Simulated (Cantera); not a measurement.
A perfectly stirred reactor is fed with 3.01 % H2, 97.0 % O2, at 0.0109 atm; it is held at 1400 K, and followed from long to short residence time.

Computed with Cantera and the H2/O2 subset of GRI-Mech 3.0, which has no nitrogen chemistry. Radical loss at walls, strong at low pressure, is not modelled.

x: mole fraction; the columns are a selection and need not sum to one.

```csv
τ (s),x H2,x O2,x H2O2,x HO2,x H2O
4.3,4.92e-5,0.966,…,3.33e-7,0.0297
2.0,7.75e-5,0.964,…,4.38e-7,0.0294
0.98,0.000116,0.962,…,5.47e-7,0.0291
0.47,0.000170,0.959,…,6.63e-7,0.0287
0.22,0.000242,0.955,2.27e-8,7.73e-7,0.0281
0.11,0.000326,0.951,2.45e-8,8.56e-7,0.0276
0.051,0.000450,0.948,2.62e-8,9.27e-7,0.0271
0.025,0.000633,0.946,2.79e-8,9.78e-7,0.0265
0.012,0.000973,0.945,…,1.03e-6,0.0259
0.0056,0.00166,0.945,…,1.08e-6,0.0249
0.0027,0.00294,0.946,…,1.14e-6,0.0232
```

**Question.** Fill in the missing entries.

**Answer.** 
- 4.3, x H2O2: 1.21e-8
- 2.0, x H2O2: 1.49e-8
- 0.98, x H2O2: 1.76e-8
- 0.47, x H2O2: 2.03e-8
- 0.012, x H2O2: 3.05e-8
- 0.0056, x H2O2: 3.47e-8
- 0.0027, x H2O2: 4.04e-8
